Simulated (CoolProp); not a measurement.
Properties of dodecamethylpentasiloxane (MD3M) along the isobar 0.101 MPa (Tc = 354.9 °C, pc = 0.9540 MPa, ω = 0.730).

Computed with CoolProp (reference Helmholtz-energy equation of state, Thol 2019).

```csv
T (°C),phase,Z,cp (kJ/(kg K)),expansivity (1/kK),fugacity coefficient
27.05,liquid,___,1.712,___,7.938e-5
46.35,liquid,0.01723,___,1.137,0.0003998
65.55,liquid,0.01661,1.803,1.169,0.001578
84.85,liquid,0.01608,1.846,1.209,0.005163
104.15,liquid,0.01563,1.887,1.257,0.01438
123.35,liquid,0.01524,1.928,1.314,0.03484
142.65,liquid,0.01492,1.969,1.382,0.07571
161.85,liquid,0.01465,2.009,1.465,0.1488
181.15,liquid,0.01445,___,1.569,0.2703
```

Task: Some entries are withheld; supply them.

Result: 
- 27.05, Z: 0.01794
- 27.05, expansivity (1/kK): 1.110
- 46.35, cp (kJ/(kg K)): 1.759
- 181.15, cp (kJ/(kg K)): 2.050
